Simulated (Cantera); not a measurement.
## Low-pressure radical oxidation in H2/O2

A perfectly stirred reactor is fed with 27.5 % H₂, 72.5 % O₂, equivalence ratio 0.19, at 0.00118 atm; it is held at 1375 K, and followed from long to short residence time.

Detailed kinetics in Cantera: GRI-Mech 3.0 (53 species, 325 reactions). Radical loss at walls, strong at low pressure, is not modelled. The temperature is held fixed by assumption; the heat of reaction is taken as removed at once.

| τ (s) | x H₂ | x O₂ | x HO₂ | x H₂O | x H₂O₂ | x H |
|---|---|---|---|---|---|---|
| 0.37 | 0.0163 | 0.581 | 6.09e-7 | 0.217 | 2.89e-8 | 0.0782 |
| 0.21 | 0.0173 | 0.575 | 5.93e-7 | 0.210 | 2.80e-8 | 0.0856 |
| 0.12 | 0.0182 | 0.571 | 5.83e-7 | 0.204 | 2.75e-8 | 0.0903 |
| 0.064 | 0.0196 | 0.569 | 5.76e-7 | 0.200 | 2.75e-8 | 0.0934 |
| 0.036 | 0.0215 | 0.570 | 5.72e-7 | 0.197 | 2.79e-8 | 0.0949 |
| 0.020 | 0.0249 | 0.572 | 5.68e-7 | 0.192 | 2.88e-8 | 0.0957 |
| 0.011 | 0.0307 | 0.577 | 5.63e-7 | 0.186 | 3.03e-8 | 0.0956 |
| 0.0062 | 0.0403 | 0.584 | 5.55e-7 | 0.177 | 3.21e-8 | 0.0942 |
x: mole fraction; the columns are a selection and need not sum to one.
